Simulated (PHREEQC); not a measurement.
0.013 g of hydrous ferric oxide (600 m²/g; 0.2 weak and 0.005 strong sites per Fe, Dzombak-Morel constants, diffuse double layer) in 1 kg of water with 0.001 mol/kgw of an inert sodium salt and 3.2e-05 mmol/kgw CuCl2 and 0.00087 mmol/kgw H3BO3, at 25 °C; the pH is set by adding NaOH or the inert anion's acid. O2 is buffered at 0.21 atm. CO2 from the air is kept out. No solid was allowed to form.

Base run: PHREEQC, ion-association model, wateq4f.dat. Each further column changes one thing. The table gives Cu sorbed (%).

| pH | base | no electrostatic term (-no_edl) | background salt from 0.001 to 0.0001 mol/kgw | oxide from 0.013 to 0.065 g/kgw |
|---|---|---|---|---|
| 4 | 0.1 | 0.3 | 0.1 | 0.5 |
| 4.5 | 0.8 | 2.9 | ? | ? |
| 5 | 5.7 | ? | 4.6 | 23.2 |
| 6 | 80.6 | 96.5 | 79.8 | 95.5 |
| 6.5 | 97.0 | 99.5 | 97.0 | 99.4 |
| 7 | 99.2 | 99.9 | 99.2 | 99.8 |
| 7.5 | 99.5 | 99.8 | 99.4 | 99.9 |
| 8 | 99.5 | 99.6 | 99.5 | 99.9 |
| 9 | 99.4 | 93.5 | 99.5 | 99.9 |
| 9.5 | 99.4 | 68.2 | 99.5 | 99.9 |
| 10 | 99.4 | 20.3 | 99.4 | 99.9 |

Problem. Some entries are withheld; supply them.

Solution. 
- 4.5, background salt from 0.001 to 0.0001 mol/kgw: 0.6
- 4.5, oxide from 0.013 to 0.065 g/kgw: 3.7
- 5, no electrostatic term (-no_edl): 23.1

The database's constant for dissolved Cu(OH)2 is higher than later reviews accept.
